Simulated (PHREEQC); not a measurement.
Make-up at 55 °C: 0.0021 mol/kgw K2HPO4 and 0.00064 mol/kgw KCl. Closed to the air; pH follows from the charge balance.

The numbers come from PHREEQC with the ion-association model, phreeqc.dat.

No solid was allowed to form.

Problem. What pH, specific conductance does the model give?

Solution. pH 8.71; specific conductance 1020 µS/cm.

Problem. In which forms is P present?

Solution. HPO4-2 97 %, H2PO4- 2.0 %, KHPO4- 0.6 % of the P.

Away from 25 °C the constants follow the database's enthalpies or fits; those with neither stay at their 25 °C values.
